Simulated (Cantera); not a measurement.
# Pyrogenic steam for wet oxidation

An isothermal, constant-pressure homogeneous reactor starts with 6.74 % H2, 7.17 % O2, 86.1 % N2, at 800 K and 0.340 bar.

Model: the H2/O2 subset of GRI-Mech 3.0, which has no nitrogen chemistry, integrated in Cantera. Below about 950 K walls govern HO2 and H2O2 in real vessels. The temperature is held fixed by assumption; the heat of reaction is taken as removed at once.

| t (s) | x H2 | x O2 | x H2O2 | x HO2 | x OH |
|---|---|---|---|---|---|
| 4.00e-5 | 0.0674 | 0.0717 | <1e-12 | <1e-12 | <1e-12 |
| 0.000137 | 0.0674 | 0.0717 | <1e-12 | <1e-12 | <1e-12 |
| 0.000466 | 0.0674 | 0.0717 | <1e-12 | 1.23e-12 | <1e-12 |
| 0.00159 | 0.0674 | 0.0717 | <1e-12 | 4.95e-12 | <1e-12 |
| 0.00543 | 0.0674 | 0.0717 | <1e-12 | 1.78e-11 | <1e-12 |
| 0.0185 | 0.0674 | 0.0717 | <1e-12 | 6.17e-11 | <1e-12 |
| 0.0632 | 0.0674 | 0.0717 | 5.78e-12 | 2.14e-10 | <1e-12 |
| 0.216 | 0.0674 | 0.0717 | 6.91e-11 | 7.66e-10 | <1e-12 |
| 0.737 | 0.0674 | 0.0717 | 8.88e-10 | 3.14e-9 | <1e-12 |
| 2.51 | 0.0674 | 0.0717 | 1.73e-8 | 2.42e-8 | <1e-12 |
| 8.58 | 0.0674 | 0.0717 | 1.27e-6 | 3.54e-7 | 4.02e-12 |
| 29.3 | 0.0671 | 0.0716 | 6.06e-5 | 2.21e-6 | 1.70e-10 |
| 100 | 0.0567 | 0.0664 | 0.000253 | 4.29e-6 | 9.05e-10 |
x: mole fraction; the columns are a selection and need not sum to one.

Equilibrium at this temperature and pressure: H2 <1e-12, O2 0.0393, H2O2 <1e-12, HO2 3.11e-12, OH 6.30e-10 (gas phase only).
